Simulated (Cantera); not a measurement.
**Premixed flame**

A freely propagating, adiabatic, planar premixed flame of CO : H2 : CH4 : O2 : N2 = 1 : 1.1 : 0.64 : 1.79 : 6.74 (molar parts), equivalence ratio 1.3, unburnt at 400 K and 1.50 bar; mixture-averaged transport, grid criteria slope 0.08 and curve 0.16, no radiation.

Computed with Cantera and GRI-Mech 3.0 (53 species, 325 reactions). Burning velocities carry a grid error of a few per cent, more on coarse grids.

| z (mm) | T (K) | u (m/s) | x CO | x H2 | x CH4 | x H2O | x OH | x CH3 |
|---|---|---|---|---|---|---|---|---|
| -0.566 | 400 | 1.24 | 0.0888 | 0.0973 | 0.0568 | 1.11e-6 | <1e-8 | <1e-8 |
| -0.377 | 401 | 1.24 | 0.0889 | 0.0961 | 0.0569 | 2.68e-5 | <1e-8 | <1e-8 |
| -0.283 | 403 | 1.24 | 0.0891 | 0.0939 | 0.0570 | 0.000184 | <1e-8 | 2.16e-8 |
| -0.189 | 429 | 1.32 | 0.0896 | 0.0878 | 0.0569 | 0.00214 | 1.65e-7 | 5.02e-7 |
| -0.0943 | 771 | 2.35 | 0.0923 | 0.0718 | 0.0484 | 0.0334 | 0.000134 | 9.90e-5 |
| -0.0471 | 1203 | 3.67 | 0.0986 | 0.0618 | 0.0319 | 0.0770 | 0.000479 | 0.000874 |
| 0 | 1623 | 4.98 | 0.107 | 0.0509 | 0.0105 | 0.127 | 0.00226 | 0.00181 |
| 0.0471 | 1834 | 5.62 | 0.104 | 0.0396 | 0.00140 | 0.157 | 0.00551 | 0.000538 |
| 0.0943 | 1907 | 5.82 | 0.0937 | 0.0335 | 0.000103 | 0.167 | 0.00763 | 5.42e-5 |
| 0.189 | 1972 | 5.97 | 0.0804 | 0.0321 | 5.30e-7 | 0.169 | 0.00847 | 3.61e-7 |
| 0.377 | 2044 | 6.14 | 0.0735 | 0.0329 | <1e-8 | 0.170 | 0.00809 | <1e-8 |
| 0.754 | 2119 | 6.34 | 0.0720 | 0.0320 | <1e-8 | 0.175 | 0.00710 | <1e-8 |
| 1.51 | 2188 | 6.51 | 0.0713 | 0.0308 | <1e-8 | 0.181 | 0.00560 | <1e-8 |
x: mole fraction of selected species; z is measured from the peak of heat release.

The laminar burning velocity comes out as 124 cm/s. The thermal thickness is 0.189 mm and the peak x(OH) comes out as 0.00848. The peak x(CH3) is 0.00187 and the grid points is 148.
